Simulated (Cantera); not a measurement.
An adiabatic, constant-pressure homogeneous reactor starts with CH4 : C2H6 : O2 : N2 = 1 : 0.2 : 2.45 : 12.8 (molar parts), equivalence ratio 1.1, at 1475 K and 1950 Torr. Integrator tolerance rtol = 1e-08.

Cantera simulation using GRI-Mech 3.0 (53 species, 325 reactions); the numbers are that mechanism's predictions, not measurements.

**Question.** What does this change do: initial temperature 1475 to 1623 K?

**Answer.** 
```csv
quantity,before,after
time of steepest temperature rise,0.142 ms,48.7 µs
temperature at 0.500 s,2675 K,2746 K
equilibrium temperature,2675 K,2746 K
x(CH4) at 0.500 s,<1e-12 (gas-phase equilibrium <1e-12),<1e-12 (gas-phase equilibrium <1e-12)
x(C2H6) at 0.500 s,<1e-12 (gas-phase equilibrium <1e-12),<1e-12 (gas-phase equilibrium <1e-12)
x(O2) at 0.500 s,0.00554 (gas-phase equilibrium 0.00554),0.00718 (gas-phase equilibrium 0.00718)
x(HCN) at 0.500 s,2.14e-9 (gas-phase equilibrium 2.14e-9),2.96e-9 (gas-phase equilibrium 2.96e-9)
x(C2H) at 0.500 s,<1e-12 (gas-phase equilibrium <1e-12),<1e-12 (gas-phase equilibrium <1e-12)
x(OH) at 0.500 s,0.00880 (gas-phase equilibrium 0.00880),0.0111 (gas-phase equilibrium 0.0111)
x(H2O) at 0.500 s,0.131 (gas-phase equilibrium 0.131),0.127 (gas-phase equilibrium 0.127)
```
